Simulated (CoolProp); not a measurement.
Properties of CH3F (R41) along the isotherm 425 K (Tc = 317.3 K, pc = 5906 kPa, ω = 0.200).

Model: reference Helmholtz-energy equation of state, Lemmon 2006, in CoolProp. It is a short technical equation, of lower accuracy than the large ones.

```
p (kPa)          phase  density (kg/m³)  Joule-Thomson coefficient (K/MPa)  isothermal compressibility (1/MPa)  expansivity (1/kK)  fugacity coefficient
-------  -------------  ---------------  ---------------------------------  ----------------------------------  ------------------  --------------------
187                gas            1.809                              6.716                               5.373               2.392                0.9953
274                gas            2.657                              6.707                               3.675               2.410                0.9932
402                gas            3.911                              6.693                               2.513               2.437                0.9900
591                gas            5.777                              6.673                               1.717               2.478                0.9853
867                gas            8.535                              6.643                               1.179               2.538                0.9786
1270               gas            12.63                              6.597                              0.8130               2.629                0.9688
1870               gas            18.89                              6.526                              0.5607               2.770                0.9544
2740               gas            28.31                              6.415                              0.3913               2.987                0.9340
4020               gas            42.97                              6.235                              0.2756               3.335                0.9049
5910     supercritical            66.50                              5.928                              0.1965               3.913                0.8640
8670     supercritical            105.2                              5.390                              0.1425               4.881                0.8084
12700    supercritical            171.0                              4.425                              0.1021               6.350                0.7363
18700    supercritical            277.6                              2.862                             0.06128               7.212                0.6502
27400    supercritical            397.7                              1.338                             0.02680               5.499                0.5682
40200    supercritical            497.6                             0.4822                             0.01163               3.640                0.5091
59100    supercritical            580.0                            0.05965                            0.005796               2.525                0.4846
```
